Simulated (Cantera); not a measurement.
Charge: 1 mol (CH3)2SiCl2, 0.01 mol C2H4, 77 mol H2, equilibrated at 2073 K.

Method: chemical equilibrium by Gibbs-energy minimisation in Cantera with the NASA 1993 tables (ideal gas, pure condensed phases). Candidate condensed phases: C, C6H6, C7H8, C8H18, Si, SiC; 109 gas species. The feed counts by its element totals alone. The tables' values for SiCl are old estimates; treat these amounts as uncertain. Gases not in the tables: Si2H6 and higher silanes. Rates play no part.

Question: At 100 Pa, list the 7 most abundant gas species with their mole fractions, and the condensed phases.

Answer: H2 0.889, H 0.0784, HCl 0.0218, Si 0.00709, Cl 0.00142, C2H2 (acetylene) 0.00109, SiC2 0.000407. Condensed: C(graphite) + SiC(s).
